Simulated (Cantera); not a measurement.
A closed system holds: 1 mol Al(CH3)3, 0.63 mol N2, 54 mol H2, 0.23 mol NH3, held at 1.33 mbar.

Cantera equilibrium calculation (NASA polynomials, part measured and part estimated; ideal gas, pure solids and liquids). Candidate condensed phases: Al, AlN, C, C6H6, C7H8, C8H18; 97 gas species. The feed counts by its element totals alone. Rates play no part.

x: gas mole fraction; n: condensed amount in mol.

| T (K) | x H2 | x H | x Al | x N2 | n AlN(s) | n C(graphite) |
|---|---|---|---|---|---|---|
| 750 | 0.992 | 8.63e-12 | <1e-12 | 0.00416 | 1.00 | 2.75 |
| 850 | 0.995 | 5.60e-10 | <1e-12 | 0.00415 | 1.00 | 2.95 |
| 950 | 0.996 | 1.52e-8 | <1e-12 | 0.00415 | 1.00 | 2.99 |
| 1050 | 0.996 | 2.22e-7 | <1e-12 | 0.00415 | 1.00 | 3.00 |
| 1150 | 0.996 | 2.04e-6 | 3.31e-12 | 0.00414 | 1.00 | 3.00 |
| 1250 | 0.996 | (withheld) | (withheld) | 0.00414 | 1.00 | 3.00 |
| 1350 | 0.996 | 6.51e-5 | 6.72e-8 | 0.00414 | 1.000 | 3.00 |
| 1450 | 0.996 | (withheld) | (withheld) | 0.00412 | 1.000 | 3.00 |
| 1550 | 0.995 | 0.000860 | 0.000102 | 0.00415 | 0.994 | 2.99 |
| 1650 | 0.990 | 0.00248 | 0.00186 | 0.00498 | 0.887 | 2.98 |
| 1750 | 0.965 | 0.00626 | 0.0162 | 0.0120 | 0 | 2.95 |
| 1850 | 0.956 | 0.0144 | 0.0162 | 0.0118 | 0 | 2.92 |
| 1950 | 0.940 | 0.0304 | 0.0161 | 0.0115 | 0 | 2.86 |
| 2050 | 0.911 | 0.0593 | 0.0159 | 0.0110 | 0 | 2.76 |

Complete the blanks.


- 1450, x H: 0.000258
- 1450, x Al: 3.40e-6
- 1250, x H: 1.32e-5
- 1250, x Al: 7.04e-10
